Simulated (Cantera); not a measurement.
**Hydrogen reduction and annealing atmospheres: TiO2 + H2**

A closed system holds: 1 mol TiO2, 1300 mol H2, held at 0.100 bar.

Cantera equilibrium calculation (NASA polynomials, part measured and part estimated; ideal gas, pure solids and liquids). Candidate condensed phases: H2O, Ti, TiO, TiO2, Ti2O3, Ti3O5, Ti4O7; 12 gas species. Mutual solubility and eutectic melting of coexisting phases are not modelled. TiO: taken at fixed stoichiometry. The numbers say what is thermodynamically allowed, not how fast it happens.

| T (K) | x H2 | x H | x H2O | x TiO | x Ti | x TiO2 | x OH | n Ti3O5(s) | n Ti2O3(s) | n TiO(l) |
|---|---|---|---|---|---|---|---|---|---|---|
| 1248 | 1.000 | 1.48e-6 | 0.000256 | <1e-12 | <1e-12 | <1e-12 | 3.87e-12 | 0.333 | 0 | 0 |
| 1323 | 1.000 | 5.01e-6 | 0.000256 | <1e-12 | <1e-12 | <1e-12 | 1.86e-11 | 0.333 | 0 | 0 |
| 1398 | 1.000 | 1.50e-5 | 0.000256 | <1e-12 | <1e-12 | <1e-12 | 7.57e-11 | 0.333 | 0 | 0 |
| 1473 | 1.000 | 4.00e-5 | 0.000286 | 5.74e-12 | <1e-12 | 1.26e-12 | 2.98e-10 | 0.256 | 0.116 | 0 |
| 1548 | 1.000 | 9.74e-5 | 0.000385 | 6.71e-11 | <1e-12 | 1.29e-11 | 1.25e-9 | 0 | 0.500 | 0 |
| 1623 | 0.999 | 0.000219 | 0.000385 | 7.10e-10 | 3.53e-12 | 9.21e-11 | 3.52e-9 | 0 | 0.500 | 0 |
| 1698 | 0.999 | 0.000457 | 0.000385 | 6.05e-9 | 5.27e-11 | 5.50e-10 | 9.04e-9 | 0 | 0.500 | 0 |
| 1773 | 0.999 | 0.000899 | 0.000384 | 4.27e-8 | 6.22e-10 | 2.80e-9 | 2.14e-8 | 0 | 0.500 | 0 |
| 1848 | 0.998 | 0.00167 | 0.000384 | 2.56e-7 | 5.97e-9 | 1.25e-8 | 4.75e-8 | 0 | 0.500 | 0 |
| 1923 | 0.997 | 0.00297 | 0.000385 | 1.32e-6 | 4.77e-8 | 4.91e-8 | 9.88e-8 | 0 | 0.499 | 0 |
| 1998 | 0.995 | 0.00506 | 0.000387 | 6.01e-6 | 3.21e-7 | 1.74e-7 | 1.96e-7 | 0 | 0.496 | 0 |
| 2073 | 0.991 | 0.00828 | 0.000503 | 2.14e-5 | 1.28e-6 | 6.38e-7 | 4.78e-7 | 0 | 0.344 | 0.281 |
| 2148 | 0.986 | 0.0131 | 0.000764 | 5.97e-5 | 3.31e-6 | 2.19e-6 | 1.31e-6 | 0 | 0 | 0.915 |
x: gas mole fraction; n: condensed amount in mol.

From 1248 K to 1398 K the condensed part is Ti3O5(s). At 1473 K the condensed part is Ti2O3(s) + Ti3O5(s). From 1548 K to 1998 K the condensed part is Ti2O3(s). At 2073 K the condensed part is TiO(l) + Ti2O3(s). At 2148 K the condensed part is TiO(l).
